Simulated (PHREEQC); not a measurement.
Make-up at 25 °C: 0.0015 mol KH2PO4, 0.29 mol NaOH and 0.003 mol ZnSO4 per kg of water. Closed to the air; pH follows from the charge balance.

Computed with PHREEQC (ion-association model, wateq4f.dat).

Each row changes one thing in this solution. Precipitation was switched off in this run.

| case | pH | ionic strength (mol/kgw) | SO4-2 (mol/kgw) | KSO4- (mol/kgw) | Zn(OH)2 (mol/kgw) | SI of Zn(OH)2-e (Zn(OH)2) | SI of Zincite(c) (ZnO) |
|---|---|---|---|---|---|---|---|
| as made | 13.27 | 0.300 | 0.00219 | 5.46e-6 | 4.14e-6 | +0.05 | +0.41 |
| KH2PO4 from 0.0015 to 0.00225 mol/kgw | 13.27 | 0.303 | 0.00219 | 8.15e-6 | 4.19e-6 | +0.05 | +0.42 |
| ZnSO4 from 0.003 to 0.0003 mol/kgw | 13.29 | 0.296 | 0.000219 | 5.49e-7 | 3.86e-7 | -0.98 | -0.62 |
| 0.0098 mol/kgw K2HPO4 added | 13.25 | 0.348 | 0.00217 | 7.16e-5 | 4.48e-6 | +0.09 | +0.45 |
| NaOH left out | 5.03 | 0.0111 | 0.00238 | 1.61e-5 | 2.28e-10 | -4.24 | -3.88 |
| KH2PO4 replaced by KHF2 at the same molality | 13.28 | 0.295 | 0.00219 | 5.48e-6 | 4.10e-6 | +0.04 | +0.41 |

Complexes and solids missing from the database can't appear. Some of these states are supersaturated (in Zincite(c) (slow to form), Zn(OH)2-e, for instance). H3PO4, which wateq4f.dat lacks, is added to it with the constant of phreeqc.dat. The database has no phosphate complexes of Zn.
